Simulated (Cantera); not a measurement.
Charge: 1 mol AlN, 9 mol N₂, 0.018 mol C, held at 7.50 Torr.

Method: chemical equilibrium by Gibbs-energy minimisation in Cantera with the NASA 1993 tables (ideal gas, pure condensed phases). Candidate condensed phases: Al, AlN, C; 16 gas species. The numbers say what is thermodynamically allowed, not how fast it happens.

x: gas mole fraction; n: condensed amount in mol.

```
T (K)   x N₂      x Al      x CN       x C  x C₂N₂      x C₃  n AlN(s)  n C(graphite)
-----  -----  --------  --------  --------  ------  --------  --------  -------------
1500    1.00   6.18e-8  9.10e-10    <1e-12     [?]    <1e-12     1.000         0.0180
1600   1.000   1.50e-6   8.12e-9    <1e-12     [?]    <1e-12     1.000         0.0180
1700   1.000   2.49e-5   5.58e-8  1.51e-12     [?]    <1e-12     1.000         0.0180
1800   1.000  0.000301   3.09e-7  2.53e-11     [?]  1.15e-11     0.997         0.0180
1900   0.997   0.00279   1.43e-6  3.15e-10     [?]  2.07e-10     0.975         0.0180
2000   0.979    0.0207   5.59e-6   3.04e-9     [?]   2.77e-9     0.807         0.0179
2100   0.905    0.0952   1.86e-5   2.37e-8     [?]   2.89e-8         0         0.0177
2200   0.905    0.0952   5.75e-5   1.53e-7     [?]   2.42e-7         0         0.0172
2300   0.905    0.0952  0.000161   8.37e-7     [?]   1.67e-6         0         0.0158
2400   0.904    0.0952  0.000412   3.97e-6     [?]   9.81e-6         0         0.0125
2500   0.904    0.0952  0.000980   1.66e-5     [?]   4.97e-5         0        0.00436
2600   0.903    0.0952   0.00138   3.96e-5     [?]   5.67e-5         0              0
2700   0.903    0.0952   0.00149   6.91e-5     [?]   3.06e-5         0              0
2800   0.903    0.0951   0.00152  0.000111     [?]   1.50e-5         0              0
```

Question: Some entries are withheld; supply them.

Answer: 
- 1500, x C₂N₂: 3.46e-9
- 1600, x C₂N₂: 1.66e-8
- 1700, x C₂N₂: 6.61e-8
- 1800, x C₂N₂: 2.26e-7
- 1900, x C₂N₂: 6.75e-7
- 2000, x C₂N₂: 1.78e-6
- 2100, x C₂N₂: 4.03e-6
- 2200, x C₂N₂: 9.08e-6
- 2300, x C₂N₂: 1.91e-5
- 2400, x C₂N₂: 3.76e-5
- 2500, x C₂N₂: 7.02e-5
- 2600, x C₂N₂: 5.04e-5
- 2700, x C₂N₂: 2.27e-5
- 2800, x C₂N₂: 9.86e-6
